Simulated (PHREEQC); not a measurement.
Solution (85 °C): 0.00011 mol/kgw CaSO4 and 0.00017 mol/kgw NaF. Closed to the air; pH follows from the charge balance.

Model: ion-association model, phreeqc.dat, run in PHREEQC.

Each row changes one thing in this solution. Precipitation was switched off in this run.

```json
[
 {"case": "as made", "pH": "6.38", "ionic strength (mol/kgw)": "0.000601", "HF (mol/kgw)": "3.40e-7", "NaSO4- (mol/kgw)": "1.11e-7", "HSO4- (mol/kgw)": "1.89e-8"},
 {"case": "CaSO4 from 0.00011 to 0.00055 mol/kgw", "pH": "6.39", "ionic strength (mol/kgw)": "0.00220", "HF (mol/kgw)": "3.22e-7", "NaSO4- (mol/kgw)": "4.69e-7", "HSO4- (mol/kgw)": "8.01e-8"},
 {"case": "diluted 2-fold with water", "pH": "6.32", "ionic strength (mol/kgw)": "0.000303", "HF (mol/kgw)": "1.94e-7", "NaSO4- (mol/kgw)": "2.90e-8", "HSO4- (mol/kgw)": "1.11e-8"},
 {"case": "NaF from 0.00017 to 0.0017 mol/kgw", "pH": "6.71", "ionic strength (mol/kgw)": "0.00213", "HF (mol/kgw)": "1.53e-6", "NaSO4- (mol/kgw)": "9.95e-7", "HSO4- (mol/kgw)": "?"},
 {"case": "diluted 5-fold with water", "pH": "6.28", "ionic strength (mol/kgw)": "0.000122", "HF (mol/kgw)": "8.63e-8", "NaSO4- (mol/kgw)": "4.83e-9", "HSO4- (mol/kgw)": "5.04e-9"},
 {"case": "CaSO4 replaced by Al2(SO4)3 at the same molality", "pH": "3.95", "ionic strength (mol/kgw)": "0.00106", "HF (mol/kgw)": "?", "NaSO4- (mol/kgw)": "3.03e-7", "HSO4- (mol/kgw)": "1.39e-5"},
 {"case": "0.00015 mol/kgw NaCl added", "pH": "6.38", "ionic strength (mol/kgw)": "0.000751", "HF (mol/kgw)": "3.39e-7", "NaSO4- (mol/kgw)": "2.06e-7", "HSO4- (mol/kgw)": "?"},
 {"case": "diluted 100-fold with water", "pH": "?", "ionic strength (mol/kgw)": "6.66e-6", "HF (mol/kgw)": "4.70e-9", "NaSO4- (mol/kgw)": "1.27e-11", "HSO4- (mol/kgw)": "2.82e-10"},
 {"case": "1.3e-05 mol/kgw (NH4)2HPO4 added", "pH": "6.97", "ionic strength (mol/kgw)": "?", "HF (mol/kgw)": "8.71e-8", "NaSO4- (mol/kgw)": "1.11e-7", "HSO4- (mol/kgw)": "4.82e-9"}
]
```

Problem. Complete the blanks.

Solution. 
- NaF from 0.00017 to 0.0017 mol/kgw, HSO4- (mol/kgw): 8.05e-9
- CaSO4 replaced by Al2(SO4)3 at the same molality, HF (mol/kgw): 4.73e-7
- 0.00015 mol/kgw NaCl added, HSO4- (mol/kgw): 1.87e-8
- diluted 100-fold with water, pH: 6.25
- 1.3e-05 mol/kgw (NH4)2HPO4 added, ionic strength (mol/kgw): 0.000626

Some of these states are supersaturated (in Fluorite, Gibbsite (slow to form), for instance). At this temperature some constants are extrapolated from 25 °C, and those without enthalpy data are left unchanged.
